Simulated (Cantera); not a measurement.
# Gas activation for diamond growth

An isothermal, constant-pressure homogeneous reactor starts with 3.37 % CH4, 96.3 % H2, 0.308 % H, at 2275 K and 0.0690 bar.

Computed with Cantera and GRI-Mech 3.0 (53 species, 325 reactions). GRI-Mech 3.0 stops at C3 and has no aromatics, soot or wall deposition, so with more carbon than oxygen in the feed, carbon stays in small species such as C2H2 where larger ones or solid carbon would form.

| t (s) | x CH4 | x H2 | x H | x C2H | x C2H2 | x CH3 |
|---|---|---|---|---|---|---|
| 3.00e-5 | 0.0319 | 0.964 | 0.00274 | 4.35e-10 | 3.65e-6 | 0.00171 |
| 0.000159 | 0.0292 | 0.961 | 0.00625 | 6.96e-8 | 0.000253 | 0.00356 |
| 0.000845 | 0.0149 | 0.959 | 0.0145 | 4.30e-6 | 0.00671 | 0.00423 |
| 0.00448 | 0.00178 | 0.962 | 0.0209 | 1.37e-5 | 0.0149 | 0.000729 |
| 0.0238 | 0.000141 | 0.956 | 0.0277 | 1.96e-5 | 0.0160 | 7.68e-5 |
| 0.126 | 3.07e-5 | 0.952 | 0.0317 | 2.25e-5 | 0.0160 | 1.92e-5 |
| 0.669 | 2.93e-5 | 0.952 | 0.0318 | 2.26e-5 | 0.0160 | 1.83e-5 |
| 3.55 | 2.93e-5 | 0.952 | 0.0318 | 2.26e-5 | 0.0160 | 1.83e-5 |
| 18.8 | 2.93e-5 | 0.952 | 0.0318 | 2.26e-5 | 0.0160 | 1.83e-5 |
| 100 | 2.93e-5 | 0.952 | 0.0318 | 2.26e-5 | 0.0160 | 1.83e-5 |
x: mole fraction; the columns are a selection and need not sum to one.

Equilibrium at this temperature and pressure: CH4 2.95e-5, H2 0.952, H 0.0318, C2H 2.26e-5, C2H2 0.0160, CH3 1.85e-5 (gas phase only).
